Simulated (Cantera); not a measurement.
Charge: 1 mol Si, 0.07 mol H₂O, 250 mol H₂, 0.0011 mol O₂, held at 100 Torr.

Method: chemical equilibrium by Gibbs-energy minimisation in Cantera with the NASA 1993 tables (ideal gas, pure condensed phases). Candidate condensed phases: H₂O, Si, SiO₂; 18 gas species. Mutual solubility and eutectic melting of coexisting phases are not modelled. The tables hold silica as quartz up to 1696 K and as liquid above; real silica turns to tridymite and cristobalite and melts near 1996 K. Gases not in the tables: Si₂H₆ and higher silanes. The numbers say what is thermodynamically allowed, not how fast it happens.

x: gas mole fraction; n: condensed amount in mol.

| T (K) | x H₂ | x H | x SiO | x Si | x SiH₂ | x SiH | n Si(s) | n SiO₂(β-quartz) | n Si(l) |
|---|---|---|---|---|---|---|---|---|---|
| 1150 | 1.000 | ___ | 8.94e-7 | 1.49e-12 | 4.15e-9 | 1.14e-11 | 0.964 | 0.0360 | 0 |
| 1250 | 1.000 | ___ | 1.60e-5 | 6.23e-11 | 3.13e-8 | 2.51e-10 | 0.962 | 0.0341 | 0 |
| 1350 | 1.000 | ___ | 0.000185 | 1.50e-9 | 1.75e-7 | 3.48e-9 | 0.941 | 0.0129 | 0 |
| 1450 | 1.000 | ___ | 0.000288 | 2.31e-8 | 7.69e-7 | 3.35e-8 | 0.928 | 0 | 0 |
| 1550 | 1.000 | ___ | 0.000288 | 2.49e-7 | 2.79e-6 | 2.39e-7 | 0.927 | 0 | 0 |
| 1650 | 0.999 | ___ | 0.000289 | 2.01e-6 | 8.65e-6 | 1.34e-6 | 0.925 | 0 | 0 |
| 1750 | 0.999 | ___ | 0.000288 | 1.13e-5 | 2.08e-5 | 5.44e-6 | 0 | 0 | 0.918 |
| 1850 | 0.998 | ___ | 0.000288 | 4.84e-5 | 4.21e-5 | 1.75e-5 | 0 | 0 | 0.901 |

Fill in the missing entries.


- 1150, x H: 2.04e-7
- 1250, x H: 1.32e-6
- 1350, x H: 6.53e-6
- 1450, x H: 2.59e-5
- 1550, x H: 8.62e-5
- 1650, x H: 0.000249
- 1750, x H: 0.000637
- 1850, x H: 0.00147
